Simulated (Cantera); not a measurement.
Charge: 1 mol Cr2O3, 5.1 mol H2, 35 mol N2, equilibrated at 62000 Pa.

Equilibrium computed with Cantera from the NASA thermochemical tables; the gas is ideal and each condensed phase is pure. Candidate condensed phases: Cr, CrN, Cr2N, Cr2O3, H2O; 29 gas species. Mutual solubility and eutectic melting of coexisting phases are not modelled. Kinetics and transport are ignored.

x: gas mole fraction; n: condensed amount in mol.

```
T (K)   x N2   x H2     x H2O      x Cr       x H   x CrO  n CrN(s)  n Cr2O3(s)  n Cr2N(s)  n Cr(s)
-----  -----  -----  --------  --------  --------  ------  --------  ----------  ---------  -------
973    0.873  0.127   1.73e-5    <1e-12  4.90e-10  <1e-12  0.000462       1.000          0        0
1073   0.873  0.127   3.14e-5    <1e-12   6.34e-9  <1e-12  0.000841       1.000          0        0
1173   0.873  0.127   5.13e-5  1.29e-11   5.34e-8  <1e-12   0.00137       0.999          0        0
1273   0.873  0.127   7.72e-5  7.30e-10   3.23e-7  <1e-12   0.00206       0.999          0        0
1373   0.873  0.127  0.000124   1.86e-8   1.51e-6       ?         0       0.998    0.00166        0
1473   0.873  0.127  0.000207   2.61e-7   5.73e-6       ?         0       0.997    0.00276        0
1573   0.873  0.127  0.000322   2.59e-6   1.84e-5       ?         0       0.996    0.00425        0
1673   0.873  0.127  0.000475   1.93e-5   5.15e-5       ?         0       0.994    0.00596        0
1773   0.873  0.126  0.000722  0.000102  0.000128       ?         0       0.990          0   0.0152
1873   0.872  0.126   0.00113  0.000400  0.000291       ?         0       0.985          0   0.0141
1973   0.871  0.125   0.00181   0.00121  0.000606       ?         0       0.976          0        0
2073   0.870  0.123   0.00347   0.00230   0.00117       ?         0       0.953          0        0
2173   0.868  0.119   0.00621   0.00409   0.00212       ?         0       0.914          0        0
```

Q: Some entries are withheld; supply them.

A: 
- 1373, x CrO: 4.29e-12
- 1473, x CrO: 1.26e-10
- 1573, x CrO: 2.37e-9
- 1673, x CrO: 3.12e-8
- 1773, x CrO: 2.93e-7
- 1873, x CrO: 2.07e-6
- 1973, x CrO: 1.15e-5
- 2073, x CrO: 4.77e-5
- 2173, x CrO: 0.000172
